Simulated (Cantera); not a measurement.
A perfectly stirred reactor is fed with CH₄ : N₂ = 1 : 43 (molar parts), at 1.00 bar; it is held at 1875 K, and followed from long to short residence time.

Computed with Cantera and GRI-Mech 3.0 (53 species, 325 reactions). GRI-Mech 3.0 stops at C3 and has no aromatics, soot or wall deposition, so with more carbon than oxygen in the feed, carbon stays in small species such as C2H2 where larger ones or solid carbon would form.

x: mole fraction; the columns are a selection and need not sum to one.

```csv
τ (s),x CH₄,x H,x HCN,x C₂H₂,x C₂H₄,x C₂H,x H₂
19,0.000123,0.000119,0.00105,0.0105,4.98e-6,4.50e-7,0.0331
4.2,0.000263,0.000118,0.000547,0.0107,5.29e-6,4.55e-7,0.0328
0.94,0.000563,0.000115,0.000252,0.0107,6.38e-6,4.51e-7,0.0324
0.21,0.00121,0.000110,0.000106,0.0104,1.14e-5,4.32e-7,0.0314
0.046,0.00263,…,4.02e-5,0.00968,3.46e-5,3.92e-7,0.0292
0.010,0.00558,…,1.33e-5,0.00806,0.000135,3.20e-7,0.0246
0.0023,0.0106,…,3.43e-6,0.00516,0.000457,2.11e-7,0.0167
0.00051,0.0174,…,3.89e-7,0.00135,0.000809,6.77e-8,0.00612
0.00011,0.0220,…,5.08e-9,2.11e-5,0.000102,2.16e-9,0.000497
```

### Question
Fill in the missing entries.

### Answer

- 0.046, x H: 9.98e-5
- 0.010, x H: 8.24e-5
- 0.0023, x H: 5.76e-5
- 0.00051, x H: 2.59e-5
- 0.00011, x H: 4.71e-6
